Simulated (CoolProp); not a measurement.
Vapour-liquid equilibrium of R152A (1) + n-pentane (2) at 355 kPa; x and y are mole fractions of (1).

Values from CoolProp's multi-fluid Helmholtz-energy mixture model, Outcalt 1996 and Thol 2019; pair parameters Bell 2016.

| x | bubble temperature (K) | y at the bubble point | dew temperature at overall composition x (K) | liquid density (mol/L) |
|---|---|---|---|---|
| 0.05 | 330.2 | 0.442 | 349.6 | 8.271 |
| 0.125 | 310.7 | 0.707 | 346.4 | 8.789 |
| 0.2 | 300.5 | 0.803 | 343.0 | 9.191 |
| 0.275 | 295.0 | 0.846 | 339.3 | 9.546 |
| 0.35 | 291.8 | 0.868 | 335.4 | 9.888 |
| 0.425 | 289.8 | 0.882 | 331.2 | 10.24 |
| 0.5 | 288.4 | 0.892 | 326.6 | 10.60 |
| 0.575 | 287.4 | 0.900 | 321.5 | 10.99 |
| 0.65 | 286.5 | 0.909 | 315.7 | 11.42 |
| 0.725 | 285.6 | 0.918 | 309.0 | 11.90 |
| 0.8 | 284.6 | 0.931 | 300.8 | 12.43 |
| 0.875 | 283.5 | 0.949 | 290.8 | 13.04 |
| 0.95 | 282.4 | 0.975 | 283.5 | 13.72 |

No azeotrope shows between x = 0.05 and 0.95.

Pair parameters are fitted to limited data, so mixtures are less certain than the pure fluids. With so large a gap from Raoult's law the liquid may split in two, which this calculation doesn't test in full.
